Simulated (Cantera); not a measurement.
Input: 1 mol Ti, 1.9 mol CO₂, 4.9 mol H₂, at 10000 Pa.

These are equilibrium values from Cantera (NASA tables, ideal gas, pure condensed phases), not measurements of a reactor. Candidate condensed phases: C, C₆H₆, C₇H₈, C₈H₁₈, H₂O, Ti, TiC, TiO, TiO₂, Ti₂O₃, Ti₃O₅, Ti₄O₇; 113 gas species. Mutual solubility and eutectic melting of coexisting phases are not modelled. Condensed phases not in the tables: Magnéli phases beyond Ti₄O₇. Rates play no part. All values below are at 1550 K.

Base state: H₂ 0.704, CO 0.277, H₂O 0.0161, CO₂ 0.00227, H 8.36e-5 (mole fractions); condensed: TiO₂(rutile) + Ti₄O₇(s).

### Question
What changes in the equilibrium state with this change: Ti replaced by Cu?

### Answer
```
species             before     after
-----------------  -------  --------
H₂                   0.704     0.483
CO                   0.277     0.238
H₂O                 0.0161     0.238
CO₂                0.00227    0.0418
Cu                       0  0.000186
H                  8.36e-5   6.92e-5
TiO₂(rutile), mol   0.0997         0
Ti₄O₇(s), mol        0.225         0
Cu(l), mol               0     0.999
```
Further candidate phases: Cu, CuO, Cu(OH)₂, Cu₂O.
